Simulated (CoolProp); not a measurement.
Computed with CoolProp (reference Helmholtz-energy equation of state, Gao 2020).

Problem. For ammonia, give the phase and the speed of sound (m/s), fugacity coefficient at 45.25 °C and 15800 kPa; 199.15 °C and 15800 kPa; 237.55 °C and 15800 kPa.

Solution. 
- 45.25 °C and 15800 kPa: liquid; speed of sound 1300, fugacity coefficient 0.114
- 199.15 °C and 15800 kPa: supercritical; speed of sound 450, fugacity coefficient 0.728
- 237.55 °C and 15800 kPa: supercritical; speed of sound 498, fugacity coefficient 0.796
